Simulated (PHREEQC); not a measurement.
Consider water at 25 °C with 32 mmol/kgw KH2PO4, 0.082 mmol/kgw Na2B4O7 and 1.9 mmol/kgw KCl. Closed to the air; pH follows from the charge balance.

Computed with PHREEQC (ion-association model, phreeqc.dat).

```tsv
quantity	before	after
pH	4.85	4.38
HPO4-2 (mol/kgw)	0.000229	0.00133
H3PO4 (mol/kgw)	5.60e-5	0.00131
KHPO4- (mol/kgw)	7.65e-6	0.000198
NaHPO4- (mol/kgw)	3.74e-8	1.08e-7
SI of Sylvite (KCl)	-5.25	-4.45
SI of Halite (NaCl)	-8.23	-8.38
```

Q: Which change was made?
A. diluted 100-fold with water
B. KCl from 0.0019 to 0.00171 mol/kgw
C. temperature from 25 to 45 °C
D. KH2PO4 from 0.032 to 0.32 mol/kgw

A: D, KH2PO4 from 0.032 to 0.32 mol/kgw

This is a speciation only: nothing precipitates in the calculation.
